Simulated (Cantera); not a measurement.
Input: 1 mol N2O, 0.71 mol H2, 4.9 mol O2, at 2602 °C and 19.5 Torr.

Method: chemical equilibrium by Gibbs-energy minimisation in Cantera with the NASA 1993 tables (ideal gas, pure condensed phases). Candidate condensed phases: H2O; 24 gas species. Kinetics and transport are ignored.

Base state: O2 0.437, O 0.297, N2 0.107, OH 0.0573, H 0.0517, H2O 0.0229, NO 0.0216, H2 0.00621 (mole fractions); condensed: gas only.

Problem. What changes in the equilibrium state with this change: O2 from 4.9 to 9.8 mol?

Solution. 
| species | before | after |
|---|---|---|
| O2 | 0.437 | 0.515 |
| O | 0.297 | 0.322 |
| N2 | 0.107 | 0.0601 |
| H2O | 0.0229 | 0.0101 |
| H | 0.0517 | 0.0330 |
| OH | 0.0573 | 0.0396 |
| NO | 0.0216 | 0.0176 |
| H2 | 0.00621 | 0.00252 |
| N | 1.22e-5 | 9.13e-6 |
| HO2 | 1.12e-5 | 8.39e-6 |

Problem. What changes in the equilibrium state with this change: pressure from 19.5 Torr to 7.50 Torr?

Solution. 
| species | before | after |
|---|---|---|
| O | 0.297 | 0.417 |
| O2 | 0.437 | 0.331 |
| N2 | 0.107 | 0.0977 |
| H | 0.0517 | 0.0757 |
| H2O | 0.0229 | 0.0102 |
| OH | 0.0573 | 0.0453 |
| NO | 0.0216 | 0.0180 |
| HO2 | 1.12e-5 | 4.77e-6 |
| N | 1.22e-5 | 1.88e-5 |
| H2 | 0.00621 | 0.00512 |

Problem. What changes in the equilibrium state with this change: O2 from 4.9 to 0.1 mol?

Solution. 
```
species   before    after
-------  -------  -------
N2         0.107    0.383
H         0.0517    0.163
O          0.297    0.125
O2         0.437   0.0775
H2       0.00621   0.0619
H2O       0.0229   0.0962
OH        0.0573   0.0762
NO        0.0216   0.0172
N        1.22e-5  2.30e-5
HO2      1.12e-5  6.25e-6
```
